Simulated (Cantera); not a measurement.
Halide evaporation, hydrolysis and transport: CsCl + H2

Input: 1 mol CsCl, 1.9 mol H2.

Method: chemical equilibrium by Gibbs-energy minimisation in Cantera with the NASA 1993 tables (ideal gas, pure condensed phases). Candidate condensed phases: Cs, CsCl; 9 gas species. Equilibrium is a limit: real reactors are often held back by kinetics, nucleation or transport.

Task: Map the stable condensed phases over T = 1198, 1298, 1398, 1498, 1598, 1698, 1798, 1898, 1998, 2098, 2198 K and P in Pa = 0.10, 0.56, 3.2, 18, 100, 560, 3200, 18000, 100000.

Result: 
```
T in K \ P in Pa
           0.10   0.56    3.2     18    100    560   3200  18000 100000
   2198       A      A      A      A      A      A      A      A      A
   2098       A      A      A      A      A      A      A      A      A
   1998       A      A      A      A      A      A      A      A      A
   1898       A      A      A      A      A      A      A      A      A
   1798       A      A      A      A      A      A      A      A      A
   1698       A      A      A      A      A      A      A      A      A
   1598       A      A      A      A      A      A      A      A      A
   1498       A      A      A      A      A      A      A      A      A
   1398       A      A      A      A      A      A      A      A      B
   1298       A      A      A      A      A      A      A      A      B
   1198       A      A      A      A      A      A      A      B      B
```
A: gas only; B: CsCl.
